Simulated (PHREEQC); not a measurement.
**Alkaline etch or developer: an equilibrium model**

Consider water at 25 °C with 0.015 mol/kgw KOH and 0.0032 mol/kgw CO2. Closed to the air; pH follows from the charge balance.

The numbers come from PHREEQC with the Pitzer model, pitzer.dat.

Each row changes one thing in this solution. No solid was allowed to form.

```json
[
 {"case": "as made", "pH": "11.88", "ionic strength (mol/kgw)": "0.0181"},
 {"case": "temperature from 25 to 15 °C", "pH": "12.22", "ionic strength (mol/kgw)": "0.0182"},
 {"case": "0.027 mol/kgw KCl added", "pH": "11.85", "ionic strength (mol/kgw)": "0.0452"},
 {"case": "CO2 left out", "pH": "12.12", "ionic strength (mol/kgw)": "0.0150"},
 {"case": "KOH from 0.015 to 0.03 mol/kgw", "pH": "12.30", "ionic strength (mol/kgw)": "0.0332"},
 {"case": "diluted 10-fold with water", "pH": "10.94", "ionic strength (mol/kgw)": "0.00176"}
]
```
